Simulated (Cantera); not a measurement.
A perfectly stirred reactor is fed with CH₃OH : O₂ : N₂ = 1 : 1.92 : 18.1 (molar parts), equivalence ratio 0.78, at 10.0 bar; it is adiabatic with a 700 K inlet, and is followed from long to short residence time, starting on the burning branch (τ in s: 0.046, 0.021, 0.0096, 0.0044, 0.002, 0.00092, 0.00042, 0.00019, 8.8e-05, 4e-05).

Cantera simulation using GRI-Mech 3.0 (53 species, 325 reactions); the numbers are that mechanism's predictions, not measurements. GRI-Mech 3.0 was tuned for natural gas; its chemistry of methanol as a main component is partial and can be far from experiment.

**Question.** What does this change do: inlet temperature 700 to 525 K?

**Answer.** 
```json
[
 {"quantity": "blow-out, bracketed by the residence times tried", "before": "burning at 2.00 ms, out at 0.920 ms", "after": "burning at 9.60 ms, out at 4.40 ms"},
 {"quantity": "x(CH₃OH) at τ = 46.0 ms", "before": "5.56e-6", "after": "2.89e-5"},
 {"quantity": "x(O₂) at τ = 46.0 ms", "before": "0.0196", "after": "0.0201"},
 {"quantity": "x(OH) at τ = 46.0 ms", "before": "0.000154", "after": "3.20e-5"},
 {"quantity": "x(HCO) at τ = 46.0 ms", "before": "1.16e-8", "after": "1.51e-8"},
 {"quantity": "x(CH₂) at τ = 46.0 ms", "before": "1.64e-10", "after": "4.53e-11"},
 {"quantity": "x(CH₃OH) at τ = 0.920 ms", "before": "0.0476", "after": "0.0476"},
 {"quantity": "x(O₂) at τ = 0.920 ms", "before": "0.0913", "after": "0.0913"},
 {"quantity": "x(OH) at τ = 0.920 ms", "before": "<1e-12", "after": "<1e-12"},
 {"quantity": "x(HCO) at τ = 0.920 ms", "before": "<1e-12", "after": "<1e-12"},
 {"quantity": "x(CH₂) at τ = 0.920 ms", "before": "<1e-12", "after": "<1e-12"}
]
```
